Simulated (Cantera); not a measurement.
An isothermal, constant-pressure homogeneous reactor starts with C₂H₆ : H₂ = 3.2 : 12 (molar parts), at 1950 K and 0.0132 atm.

Detailed kinetics in Cantera: GRI-Mech 3.0 (53 species, 325 reactions). GRI-Mech 3.0 stops at C3 and has no aromatics, soot or wall deposition, so with more carbon than oxygen in the feed, carbon stays in small species such as C2H2 where larger ones or solid carbon would form. Radical loss at walls, strong at low pressure, is not modelled.

x: mole fraction; the columns are a selection and need not sum to one.

```
t (s)       x C₂H₆   x H₂    x CH₂      x H     x CH₃
--------  --------  -----  -------  -------  --------
6.00e-5     0.0345  0.693        ?   0.0135     0.108
0.000223  0.000537  0.707        ?   0.0136    0.0556
0.000828  0.000169  0.750        ?  0.00694    0.0222
0.00307    5.08e-5  0.781        ?  0.00421   0.00976
0.0114     1.55e-5  0.809        ?  0.00374   0.00511
0.0424     2.45e-6  0.833        ?  0.00456   0.00218
0.158      1.03e-7  0.843        ?  0.00678  0.000532
0.585      1.91e-9  0.843        ?  0.00901   8.35e-5
2.17      1.54e-10  0.843        ?  0.00918   2.24e-5
8.08      1.04e-10  0.843  2.42e-7  0.00918   1.77e-5
30.0      1.04e-10  0.843  2.42e-7  0.00918   1.77e-5
```

Task: What belongs in the gaps?

Result: 
- 6.00e-5, x CH₂: 0.000259
- 0.000223, x CH₂: 0.000160
- 0.000828, x CH₂: 6.28e-5
- 0.00307, x CH₂: 2.67e-5
- 0.0114, x CH₂: 1.60e-5
- 0.0424, x CH₂: 1.06e-5
- 0.158, x CH₂: 4.84e-6
- 0.585, x CH₂: 1.10e-6
- 2.17, x CH₂: 3.05e-7
